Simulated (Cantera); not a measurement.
An isothermal, constant-pressure homogeneous reactor starts with 62.1 % NO, 37.9 % N2, at 2100 K and 0.365 atm.

Model: GRI-Mech 3.0 (53 species, 325 reactions), integrated in Cantera.

x: mole fraction; the columns are a selection and need not sum to one.

```csv
t (s),x NO,x O2,x O,x N2,x N2O,x NO2
0.000300,0.621,9.33e-6,8.50e-5,0.379,7.75e-5,3.13e-5
0.00123,0.620,?,?,0.379,0.000164,?
0.00506,0.616,0.00202,0.000301,0.381,0.000178,0.000132
0.0208,0.601,0.00958,0.000361,0.389,0.000167,0.000160
0.0855,0.537,0.0412,0.000542,0.420,0.000128,0.000228
0.351,0.320,0.150,0.000917,0.529,4.18e-5,0.000243
1.44,0.0525,0.283,0.00123,0.663,1.34e-6,5.45e-5
5.93,0.0116,0.304,0.00127,0.683,3.58e-7,1.25e-5
24.3,0.0112,0.304,0.00127,0.683,3.54e-7,1.20e-5
100,0.0112,0.304,0.00127,0.683,3.54e-7,1.20e-5
```

**Question.** What belongs in the gaps?

**Answer.** 
- 0.00123, x O2: 0.000240
- 0.00123, x O: 0.000255
- 0.00123, x NO2: 0.000110
